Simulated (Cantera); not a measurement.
Input: 1 mol Mg(OH)2, 0.055 mol H2, 1.6 mol CO2, at 1 atm.

These are equilibrium values from Cantera (NASA tables, ideal gas, pure condensed phases), not measurements of a reactor. Candidate condensed phases: C, C6H6, C7H8, C8H18, H2O, Mg, MgCO3, MgO, Mg(OH)2; 116 gas species. Rates play no part.

### Question
At 625 K, list the 5 most abundant gas species with their mole fractions, and the condensed phases.

### Answer
H2O 0.614, CO2 0.361, H2 0.0208, CH4 0.00300, CO 0.000591. Condensed: MgCO3(s).
